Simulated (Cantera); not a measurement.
An isothermal, constant-pressure homogeneous reactor starts with N₂O : O₂ = 1 : 0.31 (molar parts), at 1250 K and 188 Torr. Integrator tolerance rtol = 1e-08.

Model: GRI-Mech 3.0 (53 species, 325 reactions), integrated in Cantera. GRI-Mech 3.0 was tuned for natural gas; its chemistry of N2O as a main component is partial and can be far from experiment. The mechanism lacks the step 2 NO + O2 → 2 NO2, which can matter for NO2 below about 1400 K. The temperature is held fixed by assumption; the heat of reaction is taken as removed at once.

**Question.** What does this change do: pressure from 188 Torr to 488 Torr?

**Answer.** 
| quantity | before | after |
|---|---|---|
| x(N₂O) at 60.0 s | 2.14e-6 (gas-phase equilibrium 9.87e-9) | 7.49e-7 (gas-phase equilibrium 1.59e-8) |
| x(O₂) at 60.0 s | 0.417 (gas-phase equilibrium 0.447) | 0.420 (gas-phase equilibrium 0.447) |
| x(N₂) at 60.0 s | 0.522 (gas-phase equilibrium 0.552) | 0.526 (gas-phase equilibrium 0.552) |
| x(NO₂) at 60.0 s | 0.000565 (gas-phase equilibrium 3.38e-6) | 0.000817 (gas-phase equilibrium 5.45e-6) |
| x(NO) at 60.0 s | 0.0601 (gas-phase equilibrium 0.000347) | 0.0536 (gas-phase equilibrium 0.000347) |
| x(O) at 60.0 s | 9.01e-8 (gas-phase equilibrium 9.32e-8) | 5.60e-8 (gas-phase equilibrium 5.78e-8) |
